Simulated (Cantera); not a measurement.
Input: 1 mol Fe₂O₃, 0.21 mol H₂O, 0.049 mol O₂, at 1225 K and 1000 Pa.

Equilibrium computed with Cantera from the NASA thermochemical tables; the gas is ideal and each condensed phase is pure. Candidate condensed phases: Fe, FeO, Fe(OH)₂, Fe(OH)₃, Fe₂O₃, Fe₃O₄, H₂O; 12 gas species. Kinetics and transport are ignored.

Q: What is the equilibrium state?

A: 
* **x(H₂O)**: 0.811
* **x(O₂)**: 0.189
* **x(OH)**: 3.66e-5
* **n(Fe₂O₃(s))**: 1.00 mol
* **gas amount**: 0.2590 mol
* **log10 activity of Fe(γ) (absent)**: -8.74
* **log10 activity of Fe(OH)₂(s) (absent)**: -9.24
* **log10 activity of Fe(OH)₃(s) (absent)**: -11.95
